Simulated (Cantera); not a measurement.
Input (Python, Cantera):

```python
import numpy as np
import cantera as ct

gas = ct.Solution("gri30.yaml")
gas.TPX = 498, 1000000, {'CH4': 1, 'C2H6': 0.063, 'C3H8': 0.25, 'O2': 6.8, 'N2': 25.6, 'H2O': 2.3}
inlet = ct.Reservoir(gas, clone=True)
gas.equilibrate("HP")  # start burning
reactor = ct.IdealGasConstPressureReactor(gas, energy="on", clone=False)
exhaust = ct.Reservoir(gas, clone=True)
tau = [0.17, 0.081, 0.039, 0.019, 0.0094, 0.0046, 0.0022, 0.0011, 0.00053, 0.00026, 0.00013, 6.1e-05][0]
for a, b in ((inlet, reactor), (reactor, exhaust)):
    ct.MassFlowController(a, b, mdot=lambda t: reactor.mass / tau)
net = ct.ReactorNet([reactor])
show = ['CH4', 'C2H6', 'C3H8', 'NO2', 'H2O2', 'HCN']

rows = []
print(f"{'tau/s':>10s}{'T/K':>9s}" + "".join(f"{s:>11s}" for s in show))
for tau in [0.17, 0.081, 0.039, 0.019, 0.0094, 0.0046, 0.0022, 0.0011, 0.00053, 0.00026, 0.00013, 6.1e-05]:
    net.initial_time = 0.0
    net.advance(30 * tau)
    before = gas.X
    net.advance(40 * tau)
    drift = np.max(np.abs(gas.X - before) / (gas.X + 1e-9))
    rows.append([gas.T, *gas[show].X, drift])
    print(f"{tau:10.3e}{gas.T:9.1f}" + "".join(f"{x:11.3e}" for x in gas[show].X))
```

Result:

```
     tau/s      T/K        CH4       C2H6       C3H8        NO2       H2O2        HCN
 1.700e-01   1588.6  5.097e-06  6.362e-08  2.616e-07  1.271e-08  9.436e-08  4.360e-10
 8.100e-02   1587.9  9.133e-06  1.200e-07  4.940e-07  1.400e-08  1.260e-07  6.101e-10
 3.900e-02   1586.5  1.614e-05  2.244e-07  9.183e-07  1.712e-08  1.742e-07  8.986e-10
 1.900e-02   1584.2  2.858e-05  4.221e-07  1.699e-06  2.193e-08  2.479e-07  1.354e-09
 9.400e-03   1579.9  5.146e-05  8.131e-07  3.163e-06  2.786e-08  3.645e-07  2.013e-09
 4.600e-03   1571.2  9.957e-05  1.714e-06  6.248e-06  3.348e-08  5.822e-07  2.845e-09
 2.200e-03   1548.5  2.335e-04  4.592e-06  1.462e-05  3.490e-08  1.174e-06  3.349e-09
 1.100e-03    498.0  2.777e-02  1.749e-03  6.942e-03 -4.261e-23 -1.417e-19 -8.219e-25
 5.300e-04    498.0  2.777e-02  1.749e-03  6.942e-03 -4.547e-25 -1.504e-21 -8.769e-27
 2.600e-04    498.0  2.777e-02  1.749e-03  6.942e-03 -2.872e-26 -9.287e-23 -5.539e-28
 1.300e-04    498.0  2.777e-02  1.749e-03  6.942e-03 -1.814e-27 -5.339e-24 -3.499e-29
 6.100e-05    498.0  2.777e-02  1.749e-03  6.942e-03 -1.146e-28 -2.200e-25 -2.210e-30
```

Model: GRI-Mech 3.0 (53 species, 325 reactions), integrated in Cantera. GRI-Mech 3.0 was tuned for natural gas; its chemistry of propane as a main component is partial and can be far from experiment.
